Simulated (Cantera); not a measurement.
Abatement and gas-phase synthesis: HCl + H2

A closed system holds: 1 mol HCl, 0.15 mol H2, equilibrated at 1.30 mbar.

These are equilibrium values from Cantera (NASA tables, ideal gas, pure condensed phases), not measurements of a reactor. Rates play no part.

From 2125 °C to 3025 °C nothing is condensed.

| T (°C) | x H | x Cl | x HCl | x H2 |
|---|---|---|---|---|
| 2125 | 0.174 | 0.292 | 0.374 | 0.159 |
| 2225 | 0.255 | 0.346 | 0.262 | 0.137 |
| 2325 | 0.342 | 0.385 | 0.168 | 0.105 |
| 2425 | 0.419 | 0.409 | 0.101 | 0.0717 |
| 2525 | 0.476 | 0.422 | 0.0573 | 0.0447 |
| 2625 | 0.514 | 0.428 | 0.0320 | 0.0263 |
| 2725 | 0.536 | 0.431 | 0.0179 | 0.0151 |
| 2825 | 0.548 | 0.433 | 0.0102 | 0.00875 |
| 2925 | 0.555 | 0.434 | 0.00595 | 0.00513 |
| 3025 | 0.559 | 0.434 | 0.00357 | 0.00308 |
x: gas mole fraction; nothing condenses.
